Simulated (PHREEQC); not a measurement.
Dissolve 3.1 mol KCl and 0.056 mol K2SO4 per kg of water at 25 °C. Closed to the air; pH follows from the charge balance.

Equilibrium calculation in PHREEQC: Pitzer model, pitzer.dat.

```
quantity                  before  after
------------------------  ------  -----
pH                          6.99   6.80
ionic strength (mol/kgw)    3.27   3.27
SI of Arcanite (K2SO4)     -0.42  -0.55
```

Problem. What was changed between the two runs?
(A) K2SO4 from 0.056 to 0.0616 mol/kgw
(B) temperature from 25 to 40 °C
(C) temperature from 25 to 65 °C
(D) KCl replaced by K2CO3 at the same molality

Solution. B, temperature from 25 to 40 °C

No solid was allowed to form. At this temperature some constants are extrapolated from 25 °C, and those without enthalpy data are left unchanged.
